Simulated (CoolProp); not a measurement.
Nitrous oxide along the isotherm 245 K: fugacity coefficient from the reference equation and from simpler models built on Tc = 309.5 K, pc = 7.245 MPa, ω = 0.161; each cubic takes its own stable root.

Values from CoolProp's reference Helmholtz-energy equation of state, Lemmon 2006. It is a short technical equation, of lower accuracy than the large ones.

| p (MPa) | phase | reference |
|---|---|---|
| 2.59 | liquid | 0.4764 |
| 5.17 | liquid | 0.2518 |
| 7.76 | liquid | 0.1770 |
| 10.3 | liquid | 0.1404 |
| 12.9 | liquid | 0.1182 |
| 15.5 | liquid | 0.1037 |
| 18.1 | liquid | 0.09353 |
| 20.7 | liquid | 0.08613 |
| 23.3 | liquid | 0.08057 |
| 25.9 | liquid | 0.07629 |
| 28.5 | liquid | 0.07296 |
| 31 | liquid | 0.07043 |
| 33.6 | liquid | 0.06835 |
| 36.2 | liquid | 0.06671 |

How far does each simpler model (Redlich-Kwong, Peng-Robinson) lie from the reference over these 14 states: mean and median of the absolute difference, and the worst?


- Redlich-Kwong: mean 20.5 %, median 20.7 %, worst +23.9 % at 245 K and 36.2 MPa
- Peng-Robinson: mean 1.9 %, median 1.9 %, worst -3.6 % at 245 K and 36.2 MPa
